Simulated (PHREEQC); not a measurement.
Model water analysis in mmol/kgw, 25 °C, pH 6.61, pe 11.7: Na 0.00102; K 0.000102; Ca 0.000155; Mg 0.000255; Cl 3.13e-05; S(6) 0.000291; Alkalinity (meq/kgw) 0.00132; Sr 3.98e-06; Si 3.4e-06.

Valence states are taken as typed.

The numbers come from PHREEQC with the ion-association model, wateq4f.dat.

Each row changes one thing in this solution. Precipitation was switched off in this run.

```csv
case,ionic strength (mol/kgw),HCO3- (mol/kgw),CO2 (mol/kgw),CO3-2 (mol/kgw),MgSO4 (mol/kgw),SI of Quartz (SiO2)
as made,2.89e-6,1.53e-6,8.40e-7,2.93e-10,1.71e-11,-4.49
pH from 6.61 to 5.61 at the same alkalinity,5.11e-6,3.78e-6,2.08e-5,7.27e-11,1.70e-11,-4.49
Sr from 3.98e-06 to 1.19e-05 mmol/kgw,2.91e-6,1.53e-6,8.40e-7,2.93e-10,1.71e-11,-4.49
pH from 6.61 to 7.61 at the same alkalinity,2.67e-6,9.32e-7,5.14e-8,1.79e-9,1.71e-11,-4.49
S(6) from 0.000291 to 0.000873 mmol/kgw,4.06e-6,1.53e-6,8.39e-7,2.93e-10,5.12e-11,-4.49
```

Species that the database lacks are ignored.
